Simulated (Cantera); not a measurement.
What does this Cantera script print?

```python
import numpy as np
import cantera as ct

gas = ct.Solution("gri30.yaml")
gas.TPX = 500, 500000, {'CO': 1, 'H2': 0.13, 'CH4': 0.58, 'O2': 2.13, 'N2': 9.58}
flame = ct.FreeFlame(gas, width=0.013)
flame.set_refine_criteria(ratio=3, slope=0.08, curve=0.16)
flame.transport_model = "mixture-averaged"
flame.solve(loglevel=0, auto=True)
z, T = flame.grid, flame.T
thick = (T[-1] - T[0]) / np.gradient(T, z).max()
show = ['CO', 'H2', 'CH4', 'CH2', 'NO2', 'O']
print(f"laminar burning velocity  {flame.velocity[0] * 100:.3f} cm/s")
print(f"burnt temperature         {T[-1]:.1f} K")
print(f"thermal thickness         {thick * 1e3:.4f} mm")
print(f"grid points               {len(z)}")
z0 = z[flame.heat_release_rate.argmax()]
print(f"{'z/mm':>9s}{'T/K':>9s}{'u/(m/s)':>9s}" + "".join(f"{s:>11s}" for s in show))
rows = []
for k in (-3, -2, -1.5, -1, -0.5, -0.25, 0, 0.25, 0.5, 1, 2, 4, 8):
    zz = z0 + k * thick
    rows.append([k * thick, np.interp(zz, z, T), np.interp(zz, z, flame.velocity),
                 *(np.interp(zz, z, flame.X[gas.species_index(s)]) for s in show)])
    print(f"{rows[-1][0] * 1e3:9.3f}{rows[-1][1]:9.1f}{rows[-1][2]:9.3f}" + "".join(f"{x:11.3e}" for x in rows[-1][3:]))
```

It prints:

```
laminar burning velocity  38.798 cm/s
burnt temperature         2098.9 K
thermal thickness         0.1396 mm
grid points               147
     z/mm      T/K  u/(m/s)         CO         H2        CH4        CH2        NO2          O
   -0.419    500.4    0.388  7.453e-02  9.459e-03  4.321e-02  8.238e-23  4.070e-10  1.008e-14
   -0.279    504.0    0.391  7.451e-02  9.080e-03  4.308e-02  7.242e-20  5.168e-09  9.786e-13
   -0.209    517.2    0.401  7.439e-02  8.635e-03  4.260e-02  1.864e-17  2.817e-08  2.195e-11
   -0.140    575.6    0.447  7.374e-02  7.876e-03  4.044e-02  1.473e-14  1.522e-07  9.284e-10
   -0.070    888.5    0.690  6.971e-02  6.680e-03  2.897e-02  2.393e-09  5.487e-07  9.931e-07
   -0.035   1233.8    0.955  6.444e-02  5.996e-03  1.601e-02  4.373e-07  2.165e-07  3.784e-05
    0.000   1600.7    1.230  5.343e-02  4.669e-03  3.169e-03  6.586e-06  3.051e-08  6.256e-04
    0.035   1787.4    1.360  3.504e-02  2.828e-03  1.175e-04  1.082e-06  1.924e-08  1.885e-03
    0.070   1879.6    1.419  2.244e-02  2.183e-03  2.626e-06  3.845e-08  2.276e-08  1.933e-03
    0.140   1974.9    1.481  1.192e-02  1.570e-03  1.742e-09  3.892e-11  3.055e-08  1.310e-03
    0.279   2044.2    1.527  5.807e-03  8.342e-04  4.585e-14  3.101e-15  4.177e-08  6.298e-04
    0.559   2081.3    1.551  2.523e-03  3.663e-04  4.378e-17  7.439e-17  4.543e-08  2.648e-04
    1.117   2096.0    1.560  1.173e-03  1.841e-04  6.035e-18  5.019e-18  4.153e-08  1.363e-04
```

Model: GRI-Mech 3.0 (53 species, 325 reactions), integrated in Cantera. Burning velocities carry a grid error of a few per cent, more on coarse grids.
